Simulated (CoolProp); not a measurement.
Vapour-liquid equilibrium of CH2F2 (R32) (1) + methanol (2) at -10.35 °C; x and y are mole fractions of (1).

Computed with CoolProp (multi-fluid Helmholtz-energy mixture model, Tillner-Roth 1997 and de Reuck 1993; pair parameters Bell 2016).

```json
[
 {"x": "0.05", "bubble pressure, mixture model (MPa)": "0.1034", "bubble pressure, Raoult's law (MPa)": "0.03073", "y, mixture model": "0.980", "y, Raoult's law": "0.937"},
 {"x": "0.125", "bubble pressure, mixture model (MPa)": "0.2250", "bubble pressure, Raoult's law (MPa)": "0.07374", "y, mixture model": "0.991", "y, Raoult's law": "0.976"},
 {"x": "0.2", "bubble pressure, mixture model (MPa)": "0.3132", "bubble pressure, Raoult's law (MPa)": "0.1168", "y, mixture model": "0.994", "y, Raoult's law": "0.986"},
 {"x": "0.275", "bubble pressure, mixture model (MPa)": "0.3733", "bubble pressure, Raoult's law (MPa)": "0.1598", "y, mixture model": "0.995", "y, Raoult's law": "0.991"},
 {"x": "0.35", "bubble pressure, mixture model (MPa)": "0.4118", "bubble pressure, Raoult's law (MPa)": "0.2028", "y, mixture model": "0.995", "y, Raoult's law": "0.993"},
 {"x": "0.425", "bubble pressure, mixture model (MPa)": "0.4350", "bubble pressure, Raoult's law (MPa)": "0.2458", "y, mixture model": "0.995", "y, Raoult's law": "0.995"},
 {"x": "0.5", "bubble pressure, mixture model (MPa)": "0.4487", "bubble pressure, Raoult's law (MPa)": "0.2888", "y, mixture model": "0.996", "y, Raoult's law": "0.996"},
 {"x": "0.575", "bubble pressure, mixture model (MPa)": "0.4577", "bubble pressure, Raoult's law (MPa)": "0.3318", "y, mixture model": "0.996", "y, Raoult's law": "0.997"},
 {"x": "0.65", "bubble pressure, mixture model (MPa)": "0.4658", "bubble pressure, Raoult's law (MPa)": "0.3749", "y, mixture model": "0.996", "y, Raoult's law": "0.998"},
 {"x": "0.725", "bubble pressure, mixture model (MPa)": "0.4762", "bubble pressure, Raoult's law (MPa)": "0.4179", "y, mixture model": "0.996", "y, Raoult's law": "0.999"},
 {"x": "0.8", "bubble pressure, mixture model (MPa)": "0.4913", "bubble pressure, Raoult's law (MPa)": "0.4609", "y, mixture model": "0.997", "y, Raoult's law": "0.999"},
 {"x": "0.875", "bubble pressure, mixture model (MPa)": "0.5139", "bubble pressure, Raoult's law (MPa)": "0.5039", "y, mixture model": "0.997", "y, Raoult's law": "0.999"},
 {"x": "0.95", "bubble pressure, mixture model (MPa)": "0.5466", "bubble pressure, Raoult's law (MPa)": "0.5469", "y, mixture model": "0.999", "y, Raoult's law": "1.000"}
]
```

The largest gap from Raoult's law is +236.5 % in bubble pressure, at x = 0.05. No azeotrope shows between x = 0.05 and 0.95.

Pair parameters are fitted to limited data, so mixtures are less certain than the pure fluids. With so large a gap from Raoult's law the liquid may split in two, which this calculation doesn't test in full.
